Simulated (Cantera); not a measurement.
An isothermal, constant-pressure homogeneous reactor starts with CH4 : CO2 = 1 : 1.3 (molar parts), at 1250 K and 12.0 bar.

Detailed kinetics in Cantera: GRI-Mech 3.0 (53 species, 325 reactions). The pressure lies above the range GRI-Mech 3.0 was tuned for (to about 10 atm).

Predict: x(CH4) at 200 s; x(CO2) at 200 s; x(C2H2) at 200 s; x(CO) at 200 s.


| Property | Result |
|---|---|
| x(CH4) at 200 s | 0.250 (gas-phase equilibrium 0.0153) |
| x(CO2) at 200 s | 0.356 (gas-phase equilibrium 0.0386) |
| x(C2H2) at 200 s | 0.0158 (gas-phase equilibrium 5.39e-8) |
| x(CO) at 200 s | 0.166 (gas-phase equilibrium 0.497) |
